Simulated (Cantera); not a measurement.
Mixture: CH4 : O2 : N2 : H2O = 1 : 1.54 : 9.69 : 1.2 (molar parts), equivalence ratio 1.3, at 9.87 atm, adiabatic and at constant volume. Ignition delay is the time to a rise of 400 K.

Model: GRI-Mech 3.0 (53 species, 325 reactions), integrated in Cantera.

Task: What does this change do: pressure from 9.87 atm to 7.50 atm?

Result: 
```
quantity                                                before       after
--------------------------------------------------  ----------  ----------
delay at 1025 K                                        88.1 ms     0.121 s
delay at 1125 K                                        21.1 ms     29.5 ms
delay at 1225 K                                        6.40 ms     8.87 ms
delay at 1325 K                                        2.21 ms     2.98 ms
delay at 1425 K                                       0.806 ms     1.06 ms
delay at 1525 K                                       0.301 ms    0.383 ms
delay at 1625 K                                       0.116 ms    0.144 ms
apparent activation energy between 1425 and 1625 K  190 kJ/mol  190 kJ/mol
```

Task: What does this change do: 0.04 parts C2H6 added?

Result: 
```csv
quantity,before,after
delay at 1025 K,88.1 ms,24.2 ms
delay at 1125 K,21.1 ms,6.89 ms
delay at 1225 K,6.40 ms,2.51 ms
delay at 1325 K,2.21 ms,0.993 ms
delay at 1425 K,0.806 ms,0.396 ms
delay at 1525 K,0.301 ms,0.157 ms
delay at 1625 K,0.116 ms,63.7 µs
apparent activation energy between 1425 and 1625 K,190 kJ/mol,180 kJ/mol
```
